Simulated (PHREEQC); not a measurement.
A solution holds 1.4 mmol/kgw KH2PO4 and 0.093 mmol/kgw KOH, at 68 °C. It is in equilibrium with CO2 at log p = -3.4 (atm). Otherwise closed; pH follows from the charge balance.

Model: ion-association model, phreeqc.dat, run in PHREEQC.

No solid was allowed to form.

Q: Estimate the pH.

A: pH 5.90.

Q: In which forms is P present?

A: H2PO4- 93 %, HPO4-2 6.6 % of the P.

Away from 25 °C the constants follow the database's enthalpies or fits; those with neither stay at their 25 °C values.
